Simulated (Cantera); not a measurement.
An isothermal, constant-pressure homogeneous reactor starts with H₂ : O₂ : N₂ = 0.98 : 1 : 15 (molar parts), equivalence ratio 0.49, at 1073 K and 750 Torr. Integrator tolerance rtol = 1e-08.

Computed with Cantera and the H2/O2 subset of GRI-Mech 3.0, which has no nitrogen chemistry. The temperature is held fixed by assumption; the heat of reaction is taken as removed at once.

**Question.** What does this change do: temperature 1073 to 825 K?

**Answer.** 
| quantity | before | after |
|---|---|---|
| x(H₂) at 30.0 s | 2.26e-10 (gas-phase equilibrium 2.26e-10) | 0.0450 (gas-phase equilibrium <1e-12) |
| x(O₂) at 30.0 s | 0.0309 (gas-phase equilibrium 0.0309) | 0.0526 (gas-phase equilibrium 0.0309) |
| x(OH) at 30.0 s | 2.08e-7 (gas-phase equilibrium 2.08e-7) | 1.51e-9 (gas-phase equilibrium 8.75e-10) |
| x(O) at 30.0 s | 2.21e-10 (gas-phase equilibrium 2.20e-10) | 1.16e-9 (gas-phase equilibrium <1e-12) |
| x(H₂O) at 30.0 s | 0.0594 (gas-phase equilibrium 0.0594) | 0.0128 (gas-phase equilibrium 0.0594) |
| x(H₂O₂) at 30.0 s | 7.05e-11 (gas-phase equilibrium 7.04e-11) | 0.000247 (gas-phase equilibrium 1.96e-12) |
Below about 950 K walls govern HO2 and H2O2 in real vessels.

**Question.** What does this change do: temperature 1073 to 750 K?

**Answer.** 
```csv
quantity,before,after
x(H₂) at 30.0 s,2.26e-10 (gas-phase equilibrium 2.26e-10),0.0577 (gas-phase equilibrium <1e-12)
x(O₂) at 30.0 s,0.0309 (gas-phase equilibrium 0.0309),0.0589 (gas-phase equilibrium 0.0309)
x(OH) at 30.0 s,2.08e-7 (gas-phase equilibrium 2.08e-7),<1e-12 (gas-phase equilibrium 8.23e-11)
x(O) at 30.0 s,2.21e-10 (gas-phase equilibrium 2.20e-10),<1e-12 (gas-phase equilibrium <1e-12)
x(H₂O) at 30.0 s,0.0594 (gas-phase equilibrium 0.0594),7.85e-7 (gas-phase equilibrium 0.0594)
x(H₂O₂) at 30.0 s,7.05e-11 (gas-phase equilibrium 7.04e-11),7.47e-7 (gas-phase equilibrium <1e-12)
```
Below about 950 K walls govern HO2 and H2O2 in real vessels.
